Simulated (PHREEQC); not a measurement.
A solution holds 0.071 mol/kgw CdCl2 and 0.00052 mol/kgw NiCl2, at 20 °C. Closed to the air; pH follows from the charge balance.

Computed with PHREEQC (ion-association model, wateq4f.dat).

| quantity | before | after |
|---|---|---|
| pH | 5.48 | 6.61 |
| Cl- (mol/kgw) | 0.0790 | 0.00136 |

Task: Name the change that produced these shifts.
A) CdCl2 left out
B) NiCl2 replaced by RbCl at the same molality
C) NiCl2 replaced by NaCl at the same molality
D) diluted 2-fold with water
E) diluted 100-fold with water

Result: E, diluted 100-fold with water

This is a speciation only: nothing precipitates in the calculation.
